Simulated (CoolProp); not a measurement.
Vapour-liquid equilibrium of isobutene (1) + acetone (2) at 0.478 MPa; x and y are mole fractions of (1).

Computed with CoolProp (multi-fluid Helmholtz-energy mixture model, Lemmon 2005 and Lemmon 2006; pair parameters Bell 2016).

```
x     bubble temperature, mixture model (°C)  bubble temperature, Raoult's law (°C)  y, mixture model  y, Raoult's law
----  --------------------------------------  -------------------------------------  ----------------  ---------------
0.05                                    97.6                                  102.9               [?]            0.202
0.15                                    78.6                                   90.8             0.595            0.480
0.25                                    66.6                                   80.9             0.738            0.653
0.35                                     [?]                                   72.6               [?]            0.765
0.45                                    54.4                                   65.7             0.849            0.840
0.55                                     [?]                                   59.7             0.877            0.892
0.65                                    48.5                                   54.5             0.899            0.930
0.75                                    46.3                                   50.0               [?]            0.957
0.85                                     [?]                                   46.0             0.946            0.978
0.95                                    41.8                                   42.4             0.979            0.994
```

Problem. Some entries are withheld; supply them.

Solution. 
- 0.05, y, mixture model: 0.277
- 0.35, bubble temperature, mixture model (°C): 59.1
- 0.35, y, mixture model: 0.809
- 0.55, bubble temperature, mixture model (°C): 51.1
- 0.75, y, mixture model: 0.920
- 0.85, bubble temperature, mixture model (°C): 44.1

The largest gap from Raoult's law is -14.3 K in bubble temperature, at x = 0.25. No azeotrope shows between x = 0.05 and 0.95.

Pair parameters are fitted to limited data, so mixtures are less certain than the pure fluids.
